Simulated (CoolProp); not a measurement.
A single-stage vapour-compression cycle with 1,2-dichloroethane: evaporating at 327.15 K (dew point), condensing at 394.15 K (bubble point), superheat 5 K, subcooling 8 K, compressor efficiency 0.9, no pressure losses. Each further row changes one setting.

Model: reference Helmholtz-energy equation of state, Thol 2015, in CoolProp.

| case | cooling COP | pressure ratio | discharge temperature (K) | refrigerating effect (kJ/kg) | volumetric capacity (kJ/m³) |
|---|---|---|---|---|---|
| as stated | 3.82 | 7.94 | 414.4 | 264 | 349 |
| evaporating temperature 332.15 K | 4.25 | 6.57 | ___ | 268 | 422 |
| condensing temperature 389.15 K | ___ | ___ | ___ | 271 | 358 |
| subcooling 13 K | ___ | 7.94 | 414.4 | 271 | 358 |
| superheat 15 K | 3.82 | 7.94 | ___ | 272 | 349 |
| compressor efficiency 0.8 | ___ | 7.94 | ___ | 264 | 349 |

### Question
Complete the blanks.

### Answer

- evaporating temperature 332.15 K, discharge temperature (K): 412.4
- condensing temperature 389.15 K, cooling COP: 4.19
- condensing temperature 389.15 K, pressure ratio: 7.00
- condensing temperature 389.15 K, discharge temperature (K): 409.0
- subcooling 13 K, cooling COP: 3.92
- superheat 15 K, discharge temperature (K): 425.5
- compressor efficiency 0.8, cooling COP: 3.39
- compressor efficiency 0.8, discharge temperature (K): 423.3
